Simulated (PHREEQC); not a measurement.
Solution (20 °C): 0.063 mol/kgw LiNO3. Closed to the air; pH follows from the charge balance.

All values are PHREEQC results (ion-association model, phreeqc.dat), not measurements.

Precipitation was switched off in this run.

Task: What specific conductance, density does the model give?

Result: specific conductance 5300 µS/cm; density 1.001 g/cm³.

Species that the database lacks are ignored.
